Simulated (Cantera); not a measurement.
Low-pressure radical oxidation in H2/O2

An isothermal, constant-pressure homogeneous reactor starts with 1.77 % H2, 98.2 % O2, at 1300 K and 20.0 Torr.

Detailed kinetics in Cantera: the H2/O2 subset of GRI-Mech 3.0, which has no nitrogen chemistry. Radical loss at walls, strong at low pressure, is not modelled.

```json
[
 {"t (s)": "2.00e-5", "x H2": "0.0177", "x O2": "0.982", "x O": "1.72e-9", "x H2O2": "<1e-12", "x OH": "1.66e-9", "x H2O": "1.55e-10"},
 {"t (s)": "9.46e-5", "x H2": "0.0177", "x O2": "0.982", "x O": "1.96e-8", "x H2O2": "5.19e-12", "x OH": "1.70e-8", "x H2O": "8.16e-9"},
 {"t (s)": "0.000447", "x H2": "0.0177", "x O2": "0.982", "x O": "7.37e-7", "x H2O2": "1.10e-10", "x OH": "5.66e-7", "x H2O": "7.85e-7"},
 {"t (s)": "0.00211", "x H2": "0.00134", "x O2": "0.968", "x O": "0.0122", "x H2O2": "1.25e-7", "x OH": "0.00303", "x H2O": "0.0141"},
 {"t (s)": "0.0100", "x H2": "0.000104", "x O2": "0.969", "x O": "0.0121", "x H2O2": "4.99e-8", "x OH": "0.00164", "x H2O": "0.0164"},
 {"t (s)": "0.0473", "x H2": "5.08e-5", "x O2": "0.976", "x O": "0.00577", "x H2O2": "4.26e-8", "x OH": "0.00115", "x H2O": "0.0170"},
 {"t (s)": "0.224", "x H2": "8.23e-6", "x O2": "0.981", "x O": "0.000916", "x H2O2": "2.16e-8", "x OH": "0.000467", "x H2O": "0.0176"},
 {"t (s)": "1.06", "x H2": "6.51e-7", "x O2": "0.982", "x O": "7.22e-5", "x H2O2": "4.84e-9", "x OH": "0.000132", "x H2O": "0.0178"},
 {"t (s)": "5.00", "x H2": "6.06e-8", "x O2": "0.982", "x O": "6.76e-6", "x H2O2": "7.48e-10", "x OH": "4.05e-5", "x H2O": "0.0178"}
]
```
x: mole fraction; the columns are a selection and need not sum to one.

Equilibrium at this temperature and pressure: H2 9.63e-9, O2 0.982, O 1.08e-6, H2O2 1.58e-10, OH 1.62e-5, H2O 0.0178 (gas phase only).
